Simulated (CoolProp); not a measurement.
R1234yf at several states: fugacity coefficient from the reference equation and from simpler models built on Tc = 367.8 K, pc = 3.384 MPa, ω = 0.276; each cubic takes its own stable root.

Computed with CoolProp (reference Helmholtz-energy equation of state, Lemmon 2022).

```json
[
 {"T (K)": "170.1", "p (MPa)": "2.39", "phase": "liquid", "reference": "0.0003365"},
 {"T (K)": "174.7", "p (MPa)": "0.0269", "phase": "liquid", "reference": "0.04148"},
 {"T (K)": "198.6", "p (MPa)": "0.0399", "phase": "liquid", "reference": "0.2023"},
 {"T (K)": "285.1", "p (MPa)": "17.9", "phase": "liquid", "reference": "0.04684"}
]
```

Question: How far does each simpler model (Redlich-Kwong, Soave-Redlich-Kwong, Peng-Robinson) lie from the reference over these 4 states: mean and median of the absolute difference, and the worst?

Answer: 
- Redlich-Kwong: mean 170.9 %, median 190.6 %, worst +249.2 % at 170.1 K and 2.39 MPa
- Soave-Redlich-Kwong: mean 4.6 %, median 3.0 %, worst +10.6 % at 285.1 K and 17.9 MPa
- Peng-Robinson: mean 4.5 %, median 4.6 %, worst +8.1 % at 170.1 K and 2.39 MPa
